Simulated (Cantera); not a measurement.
# Thermodynamics of carbon deposition, reforming and gasification, feed C3H8 + H2 + N2

Charge: 1 mol C3H8, 2.9 mol H2, 1.3 mol N2, equilibrated at 0.133 bar.

These are equilibrium values from Cantera (NASA tables, ideal gas, pure condensed phases), not measurements of a reactor. Candidate condensed phases: C, C6H6, C7H8, C8H18; 110 gas species. Ions and electrons are included (thermal ionisation). Rates play no part.

From 2000 K to 3000 K the condensed part is C(graphite). From 3500 K to 5000 K nothing is condensed. The main C-bearing gas is HCN at 2000 K and C at 5000 K.

```json
[
 {"T (K)": "2000", "log p H2": "-0.95", "log p H": "-3.27", "log p N2": "-1.68", "log p C": "-10.52", "log p HCN": "-3.15", "log p C3": "-10.56", "log p C2H2 (acetylene)": "-4.07", "log p CN": "-7.09", "log p N": "-9.89", "log p C2": "-11.63", "log p C2H": "-8.11", "n C(graphite)": "2.94"},
 {"T (K)": "2500", "log p H2": "-0.99", "log p H": "-2.10", "log p N2": "-1.73", "log p C": "-6.78", "log p HCN": "-2.51", "log p C3": "-6.30", "log p C2H2 (acetylene)": "-2.96", "log p CN": "-4.85", "log p N": "-7.40", "log p C2": "-7.34", "log p C2H": "-5.21", "n C(graphite)": "2.64"},
 {"T (K)": "3000", "log p H2": "-1.18", "log p H": "-1.39", "log p N2": "-1.85", "log p C": "-4.30", "log p HCN": "-2.22", "log p C3": "-3.51", "log p C2H2 (acetylene)": "-2.39", "log p CN": "-3.41", "log p N": "-5.78", "log p C2": "-4.50", "log p C2H": "-3.36", "n C(graphite)": "1.66"},
 {"T (K)": "3500", "log p H2": "-1.67", "log p H": "-1.07", "log p N2": "-2.01", "log p C": "-2.80", "log p HCN": "-2.49", "log p C3": "-2.35", "log p C2H2 (acetylene)": "-2.88", "log p CN": "-2.69", "log p N": "-4.66", "log p C2": "-3.03", "log p C2H": "-2.78", "n C(graphite)": "0"},
 {"T (K)": "4000", "log p H2": "-2.38", "log p H": "-0.99", "log p N2": "-2.07", "log p C": "-2.06", "log p HCN": "-3.22", "log p C3": "-2.65", "log p C2H2 (acetylene)": "-4.36", "log p CN": "-2.51", "log p N": "-3.78", "log p C2": "-2.70", "log p C2H": "-3.28", "n C(graphite)": "0"},
 {"T (K)": "4500", "log p H2": "-3.06", "log p H": "-0.99", "log p N2": "-2.09", "log p C": "-1.76", "log p HCN": "-4.11", "log p C3": "-3.69", "log p C2H2 (acetylene)": "-6.18", "log p CN": "-2.62", "log p N": "-3.09", "log p C2": "-2.99", "log p C2H": "-4.28", "n C(graphite)": "0"},
 {"T (K)": "5000", "log p H2": "-3.61", "log p H": "-1.00", "log p N2": "-2.13", "log p C": "-1.70", "log p HCN": "-5.02", "log p C3": "-5.05", "log p C2H2 (acetylene)": "-7.99", "log p CN": "-2.90", "log p N": "-2.54", "log p C2": "-3.57", "log p C2H": "-5.43", "n C(graphite)": "0"}
]
```
log p: log10 of the partial pressure in bar; n: condensed amount in mol.
